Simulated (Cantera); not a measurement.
Feed: 1 mol C₂H₄, 0.26 mol NH₃, 2.9 mol H₂, at 680000 Pa.

Cantera equilibrium calculation (NASA polynomials, part measured and part estimated; ideal gas, pure solids and liquids). Candidate condensed phases: C, C₆H₆, C₇H₈, C₈H₁₈; 110 gas species. Ions and electrons are included (thermal ionisation). Kinetics and transport are ignored. All values below are at 4500 K.

Base state: H 0.640, H₂ 0.233, C₂H 0.0267, C 0.0229, C₃ 0.0218, C₂H₂ (acetylene) 0.0143, C₂ 0.0123, HCN 0.00876 (mole fractions); condensed: gas only.

What changes in the equilibrium state with this change: NH₃ from 0.26 to 0.027 mol?


| species | before | after |
|---|---|---|
| H | 0.640 | 0.644 |
| H₂ | 0.233 | 0.236 |
| C₂H | 0.0267 | 0.0305 |
| HCN | 0.00876 | 0.00139 |
| CN | 0.00637 | 0.00101 |
| N₂ | 0.00492 | 0.000108 |
| C₃ | 0.0218 | 0.0265 |
| C₂H₂ (acetylene) | 0.0143 | 0.0165 |
| C₂ | 0.0123 | 0.0140 |
| C | 0.0229 | 0.0245 |
| C₂N₂ | 1.63e-5 | 4.07e-7 |
| N | 0.000242 | 3.58e-5 |
| NH | 2.79e-5 | 4.15e-6 |
| HNC | 0.00360 | 0.000572 |
